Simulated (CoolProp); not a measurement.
A single-stage vapour-compression cycle with sulfur dioxide: evaporating at 315.15 K (dew point), condensing at 347.15 K (bubble point), superheat 0 K, subcooling 0 K, compressor efficiency 0.75, no pressure losses. Each further row changes one setting.

Computed with CoolProp (reference Helmholtz-energy equation of state, Gao 2016).

```
case                              cooling COP  pressure ratio  discharge temperature (K)  refrigerating effect (kJ/kg)  volumetric capacity (kJ/m³)
--------------------------------  -----------  --------------  -------------------------  ----------------------------  ---------------------------
as stated                                 [?]            2.34                      390.2                           291                         5280
evaporating temperature 320.15 K         7.89             [?]                      382.3                           [?]                         6110
condensing temperature 342.15 K          7.81            2.07                      378.8                           299                         5420
subcooling 5 K                            [?]            2.34                      390.2                           299                         5420
superheat 10 K                            [?]            2.34                        [?]                           299                         5190
compressor efficiency 0.65               5.59            2.34                      398.7                           291                         5280
```

Some entries are withheld; supply them.


- as stated, cooling COP: 6.45
- evaporating temperature 320.15 K, pressure ratio: 2.02
- evaporating temperature 320.15 K, refrigerating effect (kJ/kg): 293
- subcooling 5 K, cooling COP: 6.62
- superheat 10 K, cooling COP: 6.34
- superheat 10 K, discharge temperature (K): 402.5
